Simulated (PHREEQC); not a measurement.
Make-up at 25 °C: 0.026 mol/kgw MnSO4, 0.05 mol/kgw CaCl2, 0.018 mol/kgw H2SO4 and 0.098 mol/kgw NaCl. Closed to the air; pH follows from the charge balance.

The numbers come from PHREEQC with the ion-association model, phreeqc.dat.

```csv
quantity,before,after
pH,1.73,1.66
ionic strength (mol/kgw),0.318,0.279
Mn+2 (mol/kgw),0.0182,0.00384
SO4-2 (mol/kgw),0.0177,0.00890
MnCl+ (mol/kgw),0.00393,0.000881
SI of Pyrochroite (Mn(OH)2),-14.03,-14.84
```

**Question.** Name the change that produced these shifts.
A) MnSO4 from 0.026 to 0.0052 mol/kgw
B) diluted 10-fold with water
C) NaCl left out
D) CaCl2 replaced by SrCl2 at the same molality
E) CaCl2 left out

**Answer.** A, MnSO4 from 0.026 to 0.0052 mol/kgw

This is a speciation only: nothing precipitates in the calculation. Some of these states are supersaturated (in Gypsum, for instance).
